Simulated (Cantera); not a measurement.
A perfectly stirred reactor is fed with CH4 : H2 : N2 = 0.032 : 1 : 0.019 (molar parts), at 10.5 Torr; it is held at 1875 K, and followed from long to short residence time.

Model: GRI-Mech 3.0 (53 species, 325 reactions), integrated in Cantera. GRI-Mech 3.0 stops at C3 and has no aromatics, soot or wall deposition, so with more carbon than oxygen in the feed, carbon stays in small species such as C2H2 where larger ones or solid carbon would form. Radical loss at walls, strong at low pressure, is not modelled.

Task: Predict: x(CH4) at τ = 2.10 s; x(H2) at τ = 2.10 s; x(CH2) at τ = 2.10 s; x(C2H4) at τ = 2.10 s; x(CH3) at τ = 2.10 s; x(CH4) at τ = 65.0 ms; x(H2) at τ = 65.0 ms; x(CH2) at τ = 65.0 ms; x(C2H4) at τ = 65.0 ms; x(CH3) at τ = 65.0 ms.

Result: 
- x(CH4) at τ = 2.10 s = 0.00357
- x(H2) at τ = 2.10 s = 0.961
- x(CH2) at τ = 2.10 s = 1.64e-6
- x(C2H4) at τ = 2.10 s = 6.18e-6
- x(CH3) at τ = 2.10 s = 0.000324
- x(CH4) at τ = 65.0 ms = 0.0201
- x(H2) at τ = 65.0 ms = 0.954
- x(CH2) at τ = 65.0 ms = 3.05e-6
- x(C2H4) at τ = 65.0 ms = 6.41e-5
- x(CH3) at τ = 65.0 ms = 0.00111
